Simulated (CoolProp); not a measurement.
The numbers come from the reference Helmholtz-energy equation of state, Gao 2022 in CoolProp.

Q: For n-perfluorohexane, give the phase and the cp (kJ/(kg K)), cv (kJ/(kg K)), fugacity coefficient at 285.8 K and 0.363 MPa; 285.8 K and 0.726 MPa; 285.8 K and 2.54 MPa.

A: 
- 285.8 K and 0.363 MPa: liquid; cp 1.03, cv 0.834, fugacity coefficient 0.0464
- 285.8 K and 0.726 MPa: liquid; cp 1.03, cv 0.835, fugacity coefficient 0.0239
- 285.8 K and 2.54 MPa: liquid; cp 1.02, cv 0.835, fugacity coefficient 0.00794
